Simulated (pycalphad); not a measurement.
An equivalent pycalphad script:

```python
from pycalphad import Database, equilibrium, calculate, variables as v
import numpy as np
db = Database('COST507.tdb')
comps = ['AL', 'SI', 'VA']
phases = ['DIAMOND_A4', 'FCC_A1', 'LIQUID']
eq = equilibrium(db, comps, phases, {v.X('SI'): 0.952, v.T: np.arange(2350, 499, -75), v.P: 101325, v.N: 1}, output=['HM', 'SM'])
```

All values are pycalphad results on the COST 507 light-alloy database (1999) (1 atm), not direct measurements. The database dates from 1999; later assessments differ in places, in temperatures and in the compounds included. Amounts are mole fractions of atoms.

Results at three of the temperatures:

```
T = 2125.00 K, P = 101325 Pa, N = 1 mol of atoms
G = -115154 J/mol, H = 96363 J/mol, S = 99.54 J/(mol K)  (SER reference)
chemical potentials (J/mol): Al -205155, Si -110616
phase             fraction      x(Al)      x(Si)
LIQUID              1.0000     0.0480     0.9520
```

```
T = 1450.00 K, P = 101325 Pa, N = 1 mol of atoms
G = -56082 J/mol, H = 33667 J/mol, S = 61.90 J/(mol K)  (SER reference)
chemical potentials (J/mol): Al -95966, Si -54071
phase             fraction      x(Al)      x(Si)
DIAMOND_A4          0.8736   0.000101     0.9999
LIQUID              0.1264     0.3790     0.6210
```

```
T = 625.00 K, P = 101325 Pa, N = 1 mol of atoms
G = -15031 J/mol, H = 7484 J/mol, S = 36.02 J/(mol K)  (SER reference)
chemical potentials (J/mol): Al -21175, Si -14721
phase             fraction      x(Al)      x(Si)
DIAMOND_A4          0.9519   2.83e-09     1.0000
FCC_A1              0.0481     0.9987     0.0013
```

Changes of the phase set, refined by bisection:

| T (°C) | phases above | phases below |
|---|---|---|
| 1391.0 | liquid | diamond (Si) + liquid |
| 577.0 | diamond (Si) + liquid | diamond (Si) + fcc |

FCC_A1 is fcc; DIAMOND_A4 is diamond (Si).
